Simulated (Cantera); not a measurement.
Charge: 1 mol CH3Cl, 0.012 mol HCl, 0.092 mol H2, 0.15 mol F2.

These are equilibrium values from Cantera (NASA tables, ideal gas, pure condensed phases), not measurements of a reactor. Candidate condensed phases: C, C6H6, C7H8, C8H18; 118 gas species. Rates play no part.

Q: What condenses at these points (T in K, P in Pa): (1273, 7700); (2673, 46); (1073, 13); (2673, 3.6)?

A: 
```csv
T (K),P in Pa,condensed phases,C condensed (%)
1273,7700,C,100.0
2673,46,C,79.8
1073,13,C,100.0
2673,3.6,gas only,0.0
```
